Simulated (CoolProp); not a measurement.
Vapour-liquid equilibrium of R22 (1) + R142b (2) at 0.691 MPa; x and y are mole fractions of (1).

The numbers come from the multi-fluid Helmholtz-energy mixture model, Kamei 1995 and Lemmon 2006; pair parameters Bell 2016 in CoolProp.

| x | bubble temperature, mixture model (°C) | bubble temperature, Raoult's law (°C) | y, mixture model | y, Raoult's law |
|---|---|---|---|---|
| 0.05 | 47.5 | 47.0 | 0.109 | 0.131 |
| 0.15 | 42.1 | 40.9 | 0.293 | 0.340 |
| 0.25 | 37.2 | 35.6 | 0.442 | 0.498 |
| 0.35 | 32.8 | 31.0 | 0.566 | 0.620 |
| 0.45 | 28.8 | 26.9 | 0.669 | 0.715 |
| 0.55 | 25.0 | 23.2 | 0.757 | 0.792 |
| 0.65 | 21.4 | 19.9 | 0.830 | 0.854 |
| 0.75 | 18.0 | 16.9 | 0.892 | 0.905 |
| 0.85 | 14.8 | 14.2 | 0.942 | 0.948 |
| 0.95 | 11.9 | 11.7 | 0.983 | 0.984 |

The largest gap from Raoult's law is +1.9 K in bubble temperature, at x = 0.45. No azeotrope shows between x = 0.05 and 0.95.

The pair parameters rest on a limited set of measurements; away from them the model extrapolates.
